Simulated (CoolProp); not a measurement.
Vapour-liquid equilibrium of dimethyl ether (1) + R227EA (2) at 0.262 MPa; x and y are mole fractions of (1).

Values from CoolProp's multi-fluid Helmholtz-energy mixture model, Wu 2011 and Lemmon 2016; pair parameters Bell 2016.

```csv
x,bubble temperature (K),y at the bubble point,dew temperature at overall composition x (K),liquid density (mol/L)
0.05,282.4,0.021,283.5,8.790
0.125,284.1,0.072,285.2,9.137
0.2,285.6,0.148,286.1,9.495
0.275,286.4,0.248,286.5,9.873
0.35,286.6,0.364,286.6,10.28
0.425,286.0,0.485,286.4,10.72
0.5,284.8,0.600,285.9,11.19
0.575,283.1,0.703,285.1,11.69
0.65,281.2,0.788,284.0,12.23
0.725,279.2,0.856,282.6,12.80
0.8,277.2,0.909,280.8,13.41
0.875,275.4,0.950,278.5,14.05
0.95,273.7,0.982,275.4,14.73
```

y crosses x between x = 0.275 and 0.35: the model has an azeotrope there.

The pair parameters rest on a limited set of measurements; away from them the model extrapolates.
